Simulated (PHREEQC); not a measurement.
Dissolve 0.0049 mol/kgw Na2SiO3, 0.0012 mol/kgw Na2HPO4 and 0.00042 mol/kgw NaCl at 60 °C. Closed to the air; pH follows from the charge balance.

Model: ion-association model, phreeqc.dat, run in PHREEQC.

The ionic strength comes out as 0.0141 mol/kgw. What activity coefficients do HPO4-2, H2SiO4-2, OH-, H3SiO4-, Na+ get?

HPO4-2 0.61, H2SiO4-2 0.61, OH- 0.88, H3SiO4- 0.88, Na+ 0.88.

Precipitation was switched off in this run. Constants without temperature data keep their 25 °C values here.
